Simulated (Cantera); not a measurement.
Cantera with NASA thermochemical tables; ideal gases at 1 bar, condensed phases pure. Values are per mole of reaction as written; species without (g) are pure solids or liquids, kept so even where they would boil at 1 bar.

0.8 V + O2(g) ⇌ 0.4 V2O5, with ΔH° = -620.2 kJ and ΔS° = -176.0 J/K at 300 K.

How far is the shortcut ΔG° ≈ ΔH°(300 K) − T·ΔS°(300 K) from the full temperature-dependent value at 925, 1125, 1325, 1525, 1725, 1925, 2125 K?


```csv
T (K),shortcut (kJ),full (kJ),difference (kJ),difference in log10 K,condensed phases
925,-457.4,-461.5,4.1,-0.23,"V(s), V2O5(s)"
1125,-422.2,-434.1,11.9,-0.55,"V(s), V2O5(l)"
1325,-387.0,-407.8,20.8,-0.82,"V(s), V2O5(l)"
1525,-351.8,-381.9,30.1,-1.03,"V(s), V2O5(l)"
1725,-316.6,-356.3,39.8,-1.20,"V(s), V2O5(l)"
1925,-281.3,-331.0,49.6,-1.35,"V(s), V2O5(l)"
2125,-246.1,-305.8,59.6,-1.47,"V(s), V2O5(l)"
```
The shortcut ignores heat capacities and the phase changes listed.
